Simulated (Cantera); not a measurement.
Mixture: CH4 : CO : O2 : N2 : H2O = 1 : 0.07 : 2.8 : 10.5 : 0.54 (molar parts), equivalence ratio 0.73, at 15000 Torr, adiabatic and at constant pressure. Ignition delay is the time to a rise of 400 K.

Detailed kinetics in Cantera: GRI-Mech 3.0 (53 species, 325 reactions). The pressure lies above the range GRI-Mech 3.0 was tuned for (to about 10 atm).

Problem. Predict: delay at 1173 K; delay at 1223 K; delay at 1273 K; delay at 1323 K; delay at 1373 K; delay at 1423 K; delay at 1473 K; apparent activation energy between 1373 and 1473 K.

Solution. 
- delay at 1173 K = 3.05 ms
- delay at 1223 K = 1.62 ms
- delay at 1273 K = 0.904 ms
- delay at 1323 K = 0.525 ms
- delay at 1373 K = 0.315 ms
- delay at 1423 K = 0.194 ms
- delay at 1473 K = 0.122 ms
- apparent activation energy between 1373 and 1473 K = 160 kJ/mol
